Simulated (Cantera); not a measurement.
An isothermal, constant-pressure homogeneous reactor starts with 2.00 % C₂H₆, 98.0 % N₂, at 1623 K and 13300 Pa.

Detailed kinetics in Cantera: GRI-Mech 3.0 (53 species, 325 reactions). GRI-Mech 3.0 stops at C3 and has no aromatics, soot or wall deposition, so with more carbon than oxygen in the feed, carbon stays in small species such as C2H2 where larger ones or solid carbon would form.

x: mole fraction; the columns are a selection and need not sum to one.

```tsv
t (s)	x C₂H₆	x C₂H₂	x CH₂	x H₂	x HCN	x CH₃	x C₂H
3.00e-6	0.0199	2.02e-12	1.03e-9	7.49e-8	<1e-12	0.000150	<1e-12
1.69e-5	0.0196	1.77e-9	1.74e-7	8.51e-6	5.46e-12	0.000819	<1e-12
9.49e-5	0.0162	2.08e-5	8.09e-6	0.00147	2.01e-7	0.00345	___
0.000533	0.00205	0.00436	1.18e-5	0.0166	3.77e-6	0.00249	___
0.00300	2.01e-5	0.0144	8.12e-7	0.0290	5.88e-6	0.000308	___
0.0169	2.43e-6	0.0169	9.46e-8	0.0319	6.03e-6	9.56e-5	___
0.0949	1.16e-6	0.0173	5.00e-8	0.0328	6.12e-6	6.48e-5	5.60e-8
0.533	4.52e-7	0.0181	3.36e-8	0.0350	6.49e-6	4.10e-5	___
3.00	3.94e-8	0.0189	1.10e-8	0.0375	7.44e-6	1.23e-5	___
```

**Question.** Complete the blanks.

**Answer.** 
- 9.49e-5, x C₂H: 3.40e-9
- 0.000533, x C₂H: 3.41e-7
- 0.00300, x C₂H: 1.92e-7
- 0.0169, x C₂H: 7.17e-8
- 0.533, x C₂H: 6.08e-8
- 3.00, x C₂H: 6.79e-8
